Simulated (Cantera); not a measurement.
An isothermal, constant-pressure homogeneous reactor starts with NO : N2 = 1 : 9.3 (molar parts), at 2050 K and 100.0 Torr. Integrator tolerance rtol = 1e-08.

Computed with Cantera and GRI-Mech 3.0 (53 species, 325 reactions).

**Question.** What does this change do: N2 9.3 to 3.6 parts?

**Answer.** 
| quantity | before | after |
|---|---|---|
| x(NO) at 9.00 s | 0.0160 (gas-phase equilibrium 0.00452) | 0.0157 (gas-phase equilibrium 0.00660) |
| x(O2) at 9.00 s | 0.0403 (gas-phase equilibrium 0.0460) | 0.100 (gas-phase equilibrium 0.105) |
| x(N2) at 9.00 s | 0.943 (gas-phase equilibrium 0.949) | 0.883 (gas-phase equilibrium 0.888) |
| x(O) at 9.00 s | 0.000540 (gas-phase equilibrium 0.000575) | 0.000851 (gas-phase equilibrium 0.000868) |
| x(N2O) at 9.00 s | 1.92e-7 (gas-phase equilibrium 1.01e-7) | 2.16e-7 (gas-phase equilibrium 1.43e-7) |
| x(NO2) at 9.00 s | 4.06e-6 (gas-phase equilibrium 1.22e-6) | 6.27e-6 (gas-phase equilibrium 2.70e-6) |

**Question.** What does this change do: temperature 2050 to 1523 K?

**Answer.** 
```json
[
 {"quantity": "x(NO) at 9.00 s", "before": "0.0160 (gas-phase equilibrium 0.00452)", "after": "0.0968 (gas-phase equilibrium 0.000723)"},
 {"quantity": "x(O2) at 9.00 s", "before": "0.0403 (gas-phase equilibrium 0.0460)", "after": "0.000135 (gas-phase equilibrium 0.0482)"},
 {"quantity": "x(N2) at 9.00 s", "before": "0.943 (gas-phase equilibrium 0.949)", "after": "0.903 (gas-phase equilibrium 0.951)"},
 {"quantity": "x(O) at 9.00 s", "before": "0.000540 (gas-phase equilibrium 0.000575)", "after": "4.30e-7 (gas-phase equilibrium 3.34e-6)"},
 {"quantity": "x(N2O) at 9.00 s", "before": "1.92e-7 (gas-phase equilibrium 1.01e-7)", "after": "3.09e-6 (gas-phase equilibrium 1.77e-8)"},
 {"quantity": "x(NO2) at 9.00 s", "before": "4.06e-6 (gas-phase equilibrium 1.22e-6)", "after": "9.82e-6 (gas-phase equilibrium 6.30e-7)"}
]
```
